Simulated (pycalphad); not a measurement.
An equivalent pycalphad script:

```python
from pycalphad import Database, equilibrium, calculate, variables as v
import numpy as np
db = Database('COST507.tdb')
comps = ['SN', 'SI', 'VA']
phases = ['BCT_A5', 'DIAMOND_A4', 'LIQUID']
eq = equilibrium(db, comps, phases, {v.X('SI'): 0.697, v.T: np.arange(2350, 499, -40), v.P: 101325, v.N: 1}, output=['HM', 'SM'])
```

Computed with pycalphad from the COST 507 light-alloy database (1999), at 1 atm. The data set is of 1999 and partly superseded. Amounts are mole fractions of atoms.

Results at three of the temperatures:

```
T = 2310.00 K, P = 101325 Pa, N = 1 mol of atoms
G = -162272 J/mol, H = 97215 J/mol, S = 112.33 J/(mol K)  (SER reference)
chemical potentials (J/mol): Sn -232766, Si -131627
phase             fraction      x(Sn)      x(Si)
LIQUID              1.0000     0.3030     0.6970
```

```
T = 910.00 K, P = 101325 Pa, N = 1 mol of atoms
G = -37610 J/mol, H = 17658 J/mol, S = 60.73 J/(mol K)  (SER reference)
chemical potentials (J/mol): Sn -63784, Si -26232
phase             fraction      x(Sn)      x(Si)
DIAMOND_A4          0.6966    4.4e-07     1.0000
LIQUID              0.3034     0.9986     0.0014
```

```
T = 830.00 K, P = 101325 Pa, N = 1 mol of atoms
G = -32849 J/mol, H = 15515 J/mol, S = 58.27 J/(mol K)  (SER reference)
chemical potentials (J/mol): Sn -56110, Si -22736
phase             fraction      x(Sn)      x(Si)
DIAMOND_A4          0.6968    4.3e-07     1.0000
LIQUID              0.3032     0.9995   0.000507
```

Changes of the phase set, refined by bisection:

```json
[
 {"T (°C)": "1361.9", "phases above": "liquid", "phases below": "diamond (Si) + liquid"}
]
```

DIAMOND_A4 is diamond (Si).
